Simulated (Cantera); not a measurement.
Charge: 1 mol TiO2, 84 mol H2, equilibrated at 1198 K and 21.0 Pa.

Cantera equilibrium calculation (NASA polynomials, part measured and part estimated; ideal gas, pure solids and liquids). Candidate condensed phases: H2O, Ti, TiO, TiO2, Ti2O3, Ti3O5, Ti4O7; 12 gas species. Mutual solubility and eutectic melting of coexisting phases are not modelled. Condensed phases not in the tables: Magnéli phases beyond Ti4O7. Kinetics and transport are ignored.

Base state: H2 0.999, H2O 0.00104, H 1.31e-5 (mole fractions); condensed: TiO2(rutile) + Ti4O7(s).

Q: What changes in the equilibrium state with this change: temperature from 1198 K to 1648 K?

A: 
```json
[
 {"species": "H2", "before": "0.999", "after": "0.990"},
 {"species": "H", "before": "1.31e-5", "after": "0.00611"},
 {"species": "H2O", "before": "0.00104", "after": "0.00396"},
 {"species": "TiO2(rutile), mol", "before": "0.651", "after": "0"},
 {"species": "Ti4O7(s), mol", "before": "0.0872", "after": "0"},
 {"species": "Ti3O5(s), mol", "before": "0", "after": "0.333"}
]
```

Q: What changes in the equilibrium state with this change: temperature from 1198 K to 1050 K?

A: 
```tsv
species	before	after
H2	0.999	1.000
H2O	0.00104	0.000158
H	1.31e-5	5.60e-7
TiO2(rutile), mol	0.651	0.947
Ti4O7(s), mol	0.0872	0.0133
```
